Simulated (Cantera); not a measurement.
What does this Cantera script print?

```python
import numpy as np
import cantera as ct

gas_names = """
    O2 H2O
""".split()
cond_names = """
    Li(L) LiH(L) LiOH(L) Li2O(s)
""".split()


# ... load() reads the species with a 1 bar reference pressure and builds the phases ...
species = {s.name: s for s in load("nasa_gas.yaml", gas_names) + load("nasa_condensed.yaml", cond_names)}
T = 1000
g = {n: (s.thermo.h(T) - T * s.thermo.s(T)) / (ct.gas_constant * T * np.log(10)) for n, s in species.items()}
valid = cond_names  # the entries whose range holds T


def stable(la, lb):
    # potentials (over RT ln 10) of the two non-metals from log10 p(O2) and log10 p(H2O) in bar
    mu = {}
    mu["O"] = (g["O2"] + la) / 2
    mu["H"] = (g["H2O"] + lb - 1 * mu["O"]) / 2
    cost = {}
    for n in valid:
        c = species[n].composition
        cost[n] = (g[n] - sum(c.get(e, 0) * m for e, m in mu.items())) / c["Li"]
    return min(cost, key=cost.get)


results = []
for lb in [0, -1.2, -2.5, -3.8, -5, -6.2, -7.5, -8.8, -10, -11.2, -12.5, -13.8, -15]:
    row = [stable(la, lb) for la in [-27, -25.7, -24.5, -23.2, -21.9, -20.6, -19.4, -18.1, -16.8, -15.5, -14.3, -13, -11.7, -10.5, -9.2, -7.9, -6.6, -5.4, -4.1, -2.8, -1.5, -0.3, 1]]
    results.append(row)
    print(f"{lb:6.1f}  " + " ".join(f"{valid.index(n):x}" for n in row))
print("key: " + ", ".join(f"{i:x} {n}" for i, n in enumerate(valid)))
```

Result:

```
   0.0  2 2 2 2 2 2 2 2 2 2 2 2 2 2 2 2 2 2 2 2 2 2 2
  -1.2  3 3 3 3 3 3 3 3 3 3 3 3 3 3 3 3 3 3 3 3 3 3 3
  -2.5  3 3 3 3 3 3 3 3 3 3 3 3 3 3 3 3 3 3 3 3 3 3 3
  -3.8  3 3 3 3 3 3 3 3 3 3 3 3 3 3 3 3 3 3 3 3 3 3 3
  -5.0  3 3 3 3 3 3 3 3 3 3 3 3 3 3 3 3 3 3 3 3 3 3 3
  -6.2  3 3 3 3 3 3 3 3 3 3 3 3 3 3 3 3 3 3 3 3 3 3 3
  -7.5  3 3 3 3 3 3 3 3 3 3 3 3 3 3 3 3 3 3 3 3 3 3 3
  -8.8  3 3 3 3 3 3 3 3 3 3 3 3 3 3 3 3 3 3 3 3 3 3 3
 -10.0  3 3 3 3 3 3 3 3 3 3 3 3 3 3 3 3 3 3 3 3 3 3 3
 -11.2  3 3 3 3 3 3 3 3 3 3 3 3 3 3 3 3 3 3 3 3 3 3 3
 -12.5  3 3 3 3 3 3 3 3 3 3 3 3 3 3 3 3 3 3 3 3 3 3 3
 -13.8  3 3 3 3 3 3 3 3 3 3 3 3 3 3 3 3 3 3 3 3 3 3 3
 -15.0  3 3 3 3 3 3 3 3 3 3 3 3 3 3 3 3 3 3 3 3 3 3 3
key: 0 Li(L), 1 LiH(L), 2 LiOH(L), 3 Li2O(s)
```

Standard-state values (1 bar) from the NASA 1993 polynomials, evaluated with Cantera. Not in the tables: the peroxide. Part of the grid cannot be reached: there another gas would pass 10 bar, or a non-metal would condense.
